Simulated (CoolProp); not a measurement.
Vapour-liquid equilibrium of propylene (1) + acetone (2) at 0.26 MPa; x and y are mole fractions of (1).

Model: multi-fluid Helmholtz-energy mixture model, Lemmon 2013 and Lemmon 2006; pair parameters Bell 2016, in CoolProp.

```json
[
 {"x": "0.05", "bubble temperature, mixture model (K)": "323.7", "bubble temperature, Raoult's law (K)": "336.8", "y, mixture model": "0.679", "y, Raoult's law": "0.523"},
 {"x": "0.2", "bubble temperature, mixture model (K)": "272.9", "bubble temperature, Raoult's law (K)": "298.8", "y, mixture model": "0.967", "y, Raoult's law": "0.903"},
 {"x": "0.35", "bubble temperature, mixture model (K)": "259.9", "bubble temperature, Raoult's law (K)": "280.3", "y, mixture model": "0.986", "y, Raoult's law": "0.967"},
 {"x": "0.5", "bubble temperature, mixture model (K)": "255.9", "bubble temperature, Raoult's law (K)": "268.9", "y, mixture model": "0.989", "y, Raoult's law": "0.986"},
 {"x": "0.65", "bubble temperature, mixture model (K)": "254.4", "bubble temperature, Raoult's law (K)": "260.9", "y, mixture model": "0.991", "y, Raoult's law": "0.994"},
 {"x": "0.8", "bubble temperature, mixture model (K)": "252.8", "bubble temperature, Raoult's law (K)": "254.8", "y, mixture model": "0.993", "y, Raoult's law": "0.998"},
 {"x": "0.95", "bubble temperature, mixture model (K)": "249.9", "bubble temperature, Raoult's law (K)": "250.0", "y, mixture model": "0.997", "y, Raoult's law": "1.000"}
]
```

The largest gap from Raoult's law is -25.9 K in bubble temperature, at x = 0.2. No azeotrope shows between x = 0.05 and 0.95.

The pair parameters rest on a limited set of measurements; away from them the model extrapolates. With so large a gap from Raoult's law the liquid may split in two, which this calculation doesn't test in full.
